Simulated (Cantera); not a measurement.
Input: 1 mol Pb, 4.1 mol H2, 0.69 mol N2, equilibrated at 1175 °C.

Equilibrium computed with Cantera from the NASA thermochemical tables; the gas is ideal and each condensed phase is pure. Candidate condensed phases: Pb; 11 gas species. The numbers say what is thermodynamically allowed, not how fast it happens.

Problem. At 97.5 Torr, list the 5 most abundant gas species with their mole fractions, and the condensed phases.

Solution. H2 0.760, N2 0.128, Pb 0.112, Pb2 3.34e-5, H 2.23e-5. Condensed: Pb(l).
